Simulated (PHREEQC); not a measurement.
Dissolve 0.0017 mol HCl, 6.3e-05 mol AlCl3 and 0.00032 mol CuCl2 per kg of water at 25 °C. Closed to the air; pH follows from the charge balance.

Equilibrium calculation in PHREEQC: ion-association model, phreeqc.dat.

Each row changes one thing in this solution. Precipitation was switched off in this run.

```csv
case,pH,ionic strength (mol/kgw),CuCl+ (mol/kgw),CuCl2 (mol/kgw)
as made,2.79,0.00303,1.71e-6,2.06e-9
0.00017 mol/kgw MgCl2 added,2.79,0.00354,1.91e-6,[?]
temperature from 25 to 20 °C,2.79,0.00303,1.34e-6,1.53e-9
AlCl3 left out,2.79,0.00266,1.61e-6,1.80e-9
CuCl2 replaced by CuSO4 at the same molality,2.80,0.00314,1.24e-6,1.11e-9
7.2e-05 mol/kgw Ca(NO3)2 added,2.79,[?],1.70e-6,2.04e-9
temperature from 25 to 80 °C,2.79,0.00299,1.54e-5,3.01e-8
```

Task: What belongs in the gaps?

Result: 
- 0.00017 mol/kgw MgCl2 added, CuCl2 (mol/kgw): 2.58e-9
- 7.2e-05 mol/kgw Ca(NO3)2 added, ionic strength (mol/kgw): 0.00325

Constants without temperature data keep their 25 °C values here.
